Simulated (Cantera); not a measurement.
A closed system holds: 1 mol AlCl3, 0.64 mol N2, equilibrated at 1650 K and 10.0 mbar.

Method: chemical equilibrium by Gibbs-energy minimisation in Cantera with the NASA 1993 tables (ideal gas, pure condensed phases). Candidate condensed phases: Al, AlCl3, AlN; 11 gas species. The tables' values for AlCl2 are old estimates; treat these amounts as uncertain. Equilibrium is a limit: real reactors are often held back by kinetics, nucleation or transport.

Base state: AlCl3 0.599, N2 0.388, Cl 0.00661, AlCl2 0.00608, AlCl 0.000288, Cl2 2.04e-5 (mole fractions); condensed: gas only.

Q: What changes in the equilibrium state with this change: temperature from 1650 K to 823 K?

A: 
```tsv
species	before	after
AlCl3	0.599	0.600
N2	0.388	0.393
Al2Cl6	1.90e-6	0.00731
Cl	0.00661	1.07e-9
AlCl2	0.00608	1.16e-9
AlCl	0.000288	<1e-9
Cl2	2.04e-5	<1e-9
```

Q: What changes in the equilibrium state with this change: pressure from 10.0 mbar to 0.133 bar?

A: 
```tsv
species	before	after
AlCl3	0.599	0.607
N2	0.388	0.390
Cl	0.00661	0.00175
AlCl2	0.00608	0.00174
Al2Cl6	1.90e-6	2.59e-5
AlCl	0.000288	2.34e-5
```

Q: What changes in the equilibrium state with this change: temperature from 1650 K to 1773 K?

A: 
```tsv
species	before	after
AlCl3	0.599	0.579
N2	0.388	0.383
Cl	0.00661	0.0198
AlCl2	0.00608	0.0167
AlCl	0.000288	0.00158
Cl2	2.04e-5	5.06e-5
```
